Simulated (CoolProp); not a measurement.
The fluoroketone C6F12O (FK-5-1-12) along the isotherm 262.9 K: Z from the reference equation and from simpler models built on Tc = 441.8 K, pc = 1.869 MPa, ω = 0.471; each cubic takes its own stable root.

The numbers come from the reference Helmholtz-energy equation of state, McLinden 2015 in CoolProp.

```tsv
p (MPa)	phase	reference
0.00296	gas	0.9961
0.00607	gas	0.9920
0.0125	liquid	0.001061
0.0256	liquid	0.002172
0.0526	liquid	0.004462
0.108	liquid	0.009161
0.222	liquid	0.01883
0.455	liquid	0.03857
0.935	liquid	0.07919
```

### Question
How far does each simpler model (van der Waals, Redlich-Kwong, Soave-Redlich-Kwong, Peng-Robinson) lie from the reference over these 9 states: mean and median of the absolute difference, and the worst?

### Answer
- van der Waals: mean 18987.7 %, median 71.2 %, worst +93528.7 % at 262.9 K and 0.0125 MPa
- Redlich-Kwong: mean 15372.9 %, median 16.3 %, worst +93245.9 % at 262.9 K and 0.0125 MPa
- Soave-Redlich-Kwong: mean 7.7 %, median 9.8 %, worst +9.8 % at 262.9 K and 0.0125 MPa
- Peng-Robinson: mean 2.0 %, median 2.5 %, worst -2.6 % at 262.9 K and 0.935 MPa

At some of these states van der Waals, Redlich-Kwong gives the other phase, because its saturation line lies elsewhere.
